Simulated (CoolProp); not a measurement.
The fluid at 293.15 K and 14 MPa (liquid) is heated at constant pressure to 409.9 K. The same conditions are run with several fluids, on thermodynamics alone (safety and materials aside).

Computed with CoolProp (reference Helmholtz-energy equation of state of each fluid (nitrous oxide: Lemmon 2006; isobutene: Lemmon 2005; trans-2-butene: Lemmon 2005; R1224YDZ: Akasaka 2023; 1,2-dichloroethane: Thol 2015)).

| fluid | heat (kJ/kg) | final phase | final density (kg/m³) |
|---|---|---|---|
| nitrous oxide | 289 | supercritical | 242 |
| isobutene | 296 | liquid | 476 |
| trans-2-butene | 290 | liquid | 490 |
| R1224YDZ | 140 | liquid | 1110 |
| 1,2-dichloroethane | 156 | liquid | 1100 |
